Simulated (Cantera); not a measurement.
Input (Python, Cantera) and output of one run.

```python
import numpy as np
import cantera as ct

gas_names = """
    CL CL2 H HCL H2 N NH NH2 NH3 N2 N2H2 N2H4 Si SiCL SiCL2 SiCL3 SiCL4 SiH SiHCL3 SiH2 SiH2CL2 SiH3
    SiH3CL SiH4 SiN Si2 Si2N Si3
""".split()
cond_names = """
    NH4CL(a) NH4CL(b) Si(cr) Si(L) Si3N4(a)
""".split()


# ... load() reads the species with a 1 bar reference pressure and builds the phases ...
atoms = {
    'SiH2Cl2': {'Si': 1, 'H': 2, 'CL': 2},
    'NH3': {'N': 1, 'H': 3},
    'H2': {'H': 2},
}
top_T = {'Si3N4(a)': 2400}  # K; cautious upper limits of use, not melting points


# ... equilibrate(T, P, feed) seeds the gas with the atoms and calls Mixture.equilibrate('TP', solver="vcs", rtol=1e-11, max_steps=5000) ...
results = []
feed = {'SiH2Cl2': 1, 'NH3': 1.1, 'H2': 0.55}  # mol
T = 1950  # K
P = 170  # Pa
mix = equilibrate(T, P, feed)
results.append((T, P, feed, dict(zip(mix.species_names, mix.species_moles))))
print(gas.report(threshold=1e-05))
for i in range(1, mix.n_phases):
    print(f"{mix.phase(i).name:16s} {mix.phase_moles(i):12.5e} mol")
```

Result:

```
       temperature   1950 K
          pressure   170 Pa
           density   0.0002395 kg/m^3
  mean mol. weight   22.842 kg/kmol
   phase of matter   gas

                          1 kg             1 kmol
                     ---------------   ---------------
          enthalpy        1.4899e+06        3.4032e+07  J
   internal energy        7.8009e+05        1.7819e+07  J
           entropy             12784          2.92e+05  J/K
    Gibbs function       -2.3438e+07       -5.3538e+08  J
 heat capacity c_p            1613.1             36847  J/K
 heat capacity c_v            1249.1             28533  J/K

                      mass frac. Y      mole frac. X     chem. pot. / RT
                     ---------------   ---------------   ---------------
                CL         0.0069798         0.0044973           -26.944
                 H         0.0009201           0.02085           -13.176
               HCL            0.2583           0.16183            -40.12
                H2          0.049637            0.5624           -26.353
                N2           0.13776           0.11233           -35.419
                Si          0.017222          0.014007           -5.7407
              SiCL          0.013191         0.0047424           -32.684
             SiCL2           0.51301           0.11838           -59.628
             SiCL3         0.0017068        0.00029001           -86.571
               SiH        0.00042199        0.00033132           -18.917
              SiH2        5.8772e-05        4.4599e-05           -32.094
               SiN        0.00010496        5.6956e-05            -23.45
               Si2        0.00031548        0.00012829           -11.481
              Si2N        0.00024096        7.8429e-05           -29.191
               Si3        0.00010403        2.8202e-05           -17.222
     [  +13 minor]        1.4452e-05        2.3448e-06

Si(L)             3.22975e-01 mol
Si3N4(a)          0.00000e+00 mol
```

Cantera equilibrium calculation (NASA polynomials, part measured and part estimated; ideal gas, pure solids and liquids). The tables' values for SiCl, SiCl3, SiN are old estimates; treat these amounts as uncertain. Gases not in the tables: Si2H6 and higher silanes.
